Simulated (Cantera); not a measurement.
# Equilibrium for silicon carbide growth: SiH₄ + C₂H₄ + H₂

Charge: 1 mol SiH₄, 0.1 mol C₂H₄, 360 mol H₂, equilibrated at 16000 Pa.

Method: chemical equilibrium by Gibbs-energy minimisation in Cantera with the NASA 1993 tables (ideal gas, pure condensed phases). Candidate condensed phases: C, C₆H₆, C₇H₈, C₈H₁₈, Si, SiC; 87 gas species. Mutual solubility and eutectic melting of coexisting phases are not modelled. Gases not in the tables: Si₂H₆ and higher silanes. Equilibrium is a limit: real reactors are often held back by kinetics, nucleation or transport.

From 1525 K to 1625 K the condensed part is Si(s) + SiC(s). From 1725 K to 2125 K the condensed part is Si(l) + SiC(s). At 2225 K the condensed part is SiC(s). From 2325 K to 2525 K nothing is condensed. The main Si-bearing gas is SiH₂ at 1525 K and Si at 2525 K.

| T (K) | x H₂ | x H | x Si | x SiH | x C₂H₂ (acetylene) | x SiH₂ | n Si(s) | n SiC(s) | n Si(l) |
|---|---|---|---|---|---|---|---|---|---|
| 1525 | 1.000 | 5.91e-5 | 1.18e-7 | 1.37e-7 | 7.78e-10 | 2.06e-6 | 0.800 | 0.199 | 0 |
| 1625 | 1.000 | 0.000176 | 1.02e-6 | 8.11e-7 | 4.65e-9 | 6.61e-6 | 0.798 | 0.199 | 0 |
| 1725 | 1.000 | 0.000464 | 6.34e-6 | 3.63e-6 | 2.61e-8 | 1.72e-5 | 0 | 0.199 | 0.791 |
| 1825 | 0.999 | 0.00110 | 2.84e-5 | 1.21e-5 | 1.56e-7 | 3.56e-5 | 0 | 0.199 | 0.773 |
| 1925 | 0.997 | 0.00239 | 0.000109 | 3.54e-5 | 7.71e-7 | 6.80e-5 | 0 | 0.197 | 0.723 |
| 2025 | 0.995 | 0.00480 | 0.000364 | 9.29e-5 | 3.25e-6 | 0.000122 | 0 | 0.192 | 0.586 |
| 2125 | 0.989 | 0.00903 | 0.00108 | 0.000222 | 1.19e-5 | 0.000205 | 0 | 0.171 | 0.228 |
| 2225 | 0.981 | 0.0160 | 0.00177 | 0.000295 | 0.000106 | 0.000198 | 0 | 0.0725 | 0 |
| 2325 | 0.970 | 0.0271 | 0.00209 | 0.000290 | 0.000215 | 0.000145 | 0 | 0 | 0 |
| 2425 | 0.953 | 0.0437 | 0.00224 | 0.000260 | 0.000234 | 9.94e-5 | 0 | 0 | 0 |
| 2525 | 0.930 | 0.0676 | 0.00232 | 0.000227 | 0.000240 | 6.74e-5 | 0 | 0 | 0 |
x: gas mole fraction; n: condensed amount in mol.
